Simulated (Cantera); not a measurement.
**Diamond growth**

A diamond (100) surface in a fixed gas of H2 with x(CH4) = 0.017, x(H) = 0.00051, at 1098 K, 1600 Pa; coverages are run to steady state.

Computed with Cantera and the Harris–Goodwin 1993 mechanism for the reconstructed diamond (100) surface.

| x(CH3) | growth (µm/h) | θ c6HH | θ c6H* | θ c6*H | θ c6** | θ c6HM |
|---|---|---|---|---|---|---|
| 1e-06 | 0.00128 | 0.534 | 0.0267 | 0.426 | 0.0134 | 5.39e-5 |
| 2.5e-06 | 0.00320 | 0.534 | 0.0267 | 0.426 | 0.0134 | 0.000135 |
| 6.1e-06 | 0.00781 | 0.534 | 0.0267 | 0.426 | 0.0134 | 0.000329 |
| 1.5e-05 | 0.0191 | 0.533 | 0.0267 | 0.425 | 0.0133 | 0.000806 |
| 3.8e-05 | 0.0482 | 0.532 | 0.0267 | 0.424 | 0.0132 | 0.00203 |
| 9.3e-05 | 0.116 | 0.530 | 0.0265 | 0.422 | 0.0129 | 0.00492 |
| 0.00023 | 0.277 | 0.524 | 0.0262 | 0.417 | 0.0121 | 0.0119 |
| 0.00057 | 0.634 | 0.511 | 0.0255 | 0.406 | 0.0106 | 0.0277 |
| 0.0014 | 1.33 | 0.484 | 0.0240 | 0.383 | 0.00799 | 0.0608 |
θ: site fractions in the mechanism's names (c6HH fully hydrogenated, c6H* and c6*H radical sites, c6** diradical, c6HM methylated).
